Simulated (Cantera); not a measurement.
A closed system holds: 1 mol V, 1 mol N₂O, 2 mol N₂, 0.54 mol NH₃, held at 0.100 bar.

Method: chemical equilibrium by Gibbs-energy minimisation in Cantera with the NASA 1993 tables (ideal gas, pure condensed phases). Candidate condensed phases: H₂O, V, VN, VO, V₂O₃, V₂O₄, V₂O₅; 28 gas species. Mutual solubility and eutectic melting of coexisting phases are not modelled. VN, VO: taken at fixed stoichiometry. Condensed phases not in the tables: solid solutions among these carbides, nitrides and lower oxides, V₂N. The numbers say what is thermodynamically allowed, not how fast it happens.

### Question
At 1675 K, list the 4 most abundant gas species with their mole fractions, and the condensed phases.

### Answer
N₂ 0.801, H₂ 0.198, H₂O 0.000733, H 0.000163. Condensed: VN(s) + VO(s).
